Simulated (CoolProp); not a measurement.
Vapour-liquid equilibrium of R113 (1) + benzene (2) at 391.1 K; x and y are mole fractions of (1).

Model: multi-fluid Helmholtz-energy mixture model, Marx 1992 and Thol 2012; pair parameters Bell 2016, in CoolProp.

```json
[
 {"x": "0.05", "bubble pressure (kPa)": "320.4", "y at the bubble point": "…", "dew pressure at overall composition x (kPa)": "296.9", "liquid density (mol/L)": "9.667"},
 {"x": "0.2", "bubble pressure (kPa)": "…", "y at the bubble point": "…", "dew pressure at overall composition x (kPa)": "336.0", "liquid density (mol/L)": "9.145"},
 {"x": "0.35", "bubble pressure (kPa)": "465.0", "y at the bubble point": "…", "dew pressure at overall composition x (kPa)": "384.2", "liquid density (mol/L)": "…"},
 {"x": "0.5", "bubble pressure (kPa)": "515.7", "y at the bubble point": "0.667", "dew pressure at overall composition x (kPa)": "442.4", "liquid density (mol/L)": "8.228"},
 {"x": "0.65", "bubble pressure (kPa)": "560.4", "y at the bubble point": "0.767", "dew pressure at overall composition x (kPa)": "508.1", "liquid density (mol/L)": "7.826"},
 {"x": "0.8", "bubble pressure (kPa)": "…", "y at the bubble point": "0.865", "dew pressure at overall composition x (kPa)": "574.4", "liquid density (mol/L)": "7.458"},
 {"x": "0.95", "bubble pressure (kPa)": "639.7", "y at the bubble point": "0.965", "dew pressure at overall composition x (kPa)": "634.0", "liquid density (mol/L)": "7.121"}
]
```

Q: What belongs in the gaps?

A: 
- 0.05, y at the bubble point: 0.144
- 0.2, bubble pressure (kPa): 403.0
- 0.2, y at the bubble point: 0.401
- 0.35, y at the bubble point: 0.553
- 0.35, liquid density (mol/L): 8.667
- 0.8, bubble pressure (kPa): 601.4

No azeotrope shows between x = 0.05 and 0.95.

The pair parameters rest on a limited set of measurements; away from them the model extrapolates.
